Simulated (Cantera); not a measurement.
Input (Python, Cantera) and output of one run.

```python
import numpy as np
import cantera as ct

gas_names = """
    Fe FeO Fe(OH)2 H HNO HNO2 HNO3 HO2 H2 H2O H2O2 N NH NH2 NH3 NH2OH NO NO2 NO3 N2 N2H2 N2H4 N2O O OH
    O2 O3
""".split()
cond_names = """
    Fe(a) Fe(c) Fe(d) Fe(L) FeO(s) FeO(L) Fe(OH)2(s) Fe(OH)3(s) Fe2O3(s) Fe3O4(s) H2O(s) H2O(L)
""".split()


# ... load() reads the species with a 1 bar reference pressure and builds the phases ...
atoms = {
    'Fe2O3': {'Fe': 2, 'O': 3},
    'H2': {'H': 2},
    'N2': {'N': 2},
}
top_T = {'Fe2O3(s)': 1830, 'Fe3O4(s)': 1870}  # K; cautious upper limits of use, not melting points


# ... equilibrate(T, P, feed) seeds the gas with the atoms and calls Mixture.equilibrate('TP', solver="vcs", rtol=1e-11, max_steps=5000) ...
results = []
T = 1925  # K
P = 210000  # Pa
for m in [2.1, 2.8, 3.9, 5.3, 7.3, 10, 14, 19, 25, 35, 48, 65, 89]:
    feed = {'Fe2O3': 1, 'H2': m, 'N2': 2.9}  # mol
    mix = equilibrate(T, P, feed)
    results.append((T, P, feed, dict(zip(mix.species_names, mix.species_moles))))

top = {s: max(r[3][s] / sum(r[3][g] for g in gas_names) for r in results) for s in gas_names}
cols = sorted((s for s in top if top[s] > 1e-05), key=lambda s: -top[s])[:8]
seen = [c for c in cond_names if any(r[3].get(c, 0) > 1e-12 for r in results)]
print("log10 of partial pressures in bar; condensed amounts in mol")
print(f"{'n(H2)':>10s}" + "".join(f"{s[:9]:>10s}" for s in cols + seen))
for T, P, feed, n in results:
    ng = sum(n[g] for g in gas_names)
    print(f"{feed['H2']:10.4g}" + "".join(f"{np.log10(max(n[s] / ng * P / 1e5, 1e-99)):10.3f}" for s in cols)
          + "".join(f"{n.get(c, 0):10.4g}" for c in seen))
```

It prints:

```
log10 of partial pressures in bar; condensed amounts in mol
     n(H2)        H2        N2       H2O         H        Fe   Fe(OH)2        OH       NH3     Fe(L)    FeO(L)
       2.1    -0.336     0.086    -0.377    -3.187    -4.111    -3.933    -4.292    -5.101         0         2
       2.8    -0.179     0.029    -0.434    -3.109    -3.897    -3.990    -4.427    -4.894         0     1.999
       3.9    -0.085    -0.048    -0.419    -3.062    -3.819    -3.974    -4.459    -4.792    0.2355     1.764
       5.3    -0.033    -0.129    -0.367    -3.036    -3.819    -3.923    -4.433    -4.755    0.6792      1.32
       7.3     0.011    -0.224    -0.322    -3.014    -3.819    -3.878    -4.411    -4.736     1.313    0.6857
        10     0.056    -0.326    -0.312    -2.991    -3.819    -3.902    -4.423    -4.719     1.998         0
        14     0.135    -0.443    -0.429    -2.952    -3.819    -4.216    -4.579    -4.659     1.998         0
        19     0.186    -0.556    -0.541    -2.927    -3.819    -4.491    -4.717    -4.640     1.998         0
        25     0.219    -0.661    -0.647    -2.910    -3.819    -4.734    -4.839    -4.643     1.998         0
        35     0.248    -0.794    -0.780    -2.895    -3.819    -5.030    -4.987    -4.665     1.997         0
        48     0.268    -0.922    -0.908    -2.885    -3.819    -5.306    -5.125    -4.699     1.996         0
        65     0.282    -1.047    -1.033    -2.878    -3.819    -5.570    -5.257    -4.740     1.995         0
        89     0.293    -1.179    -1.164    -2.873    -3.819    -5.844    -5.394    -4.790     1.993         0
```

Method: chemical equilibrium by Gibbs-energy minimisation in Cantera with the NASA 1993 tables (ideal gas, pure condensed phases). Each liquid is taken as pure. Mutual solubility and eutectic melting of coexisting phases are not modelled. The tables' stoichiometric FeO is somewhat more stable than real wüstite, so its field is too wide. FeO: taken at fixed stoichiometry.
